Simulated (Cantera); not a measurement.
A closed system holds: 1 mol Al(CH₃)₃, 78 mol NH₃, 44 mol N₂, equilibrated at 650 K and 13.3 mbar.

These are equilibrium values from Cantera (NASA tables, ideal gas, pure condensed phases), not measurements of a reactor. Candidate condensed phases: Al, AlN, C, C₆H₆, C₇H₈, C₈H₁₈; 97 gas species. The feed counts by its element totals alone. Kinetics and transport are ignored.

Base state: H₂ 0.575, N₂ 0.410, CH₄ 0.0149, NH₃ 6.97e-5 (mole fractions); condensed: AlN(s).

Q: What changes in the equilibrium state with this change: pressure from 13.3 mbar to 42.0 Pa?

A: 
```
species            before    after
----------------  -------  -------
H₂                  0.575    0.590
N₂                  0.410    0.406
CH₄                0.0149  0.00381
NH₃               6.97e-5  2.27e-6
AlN(s), mol          1.00     1.00
C(graphite), mol        0     2.23
```
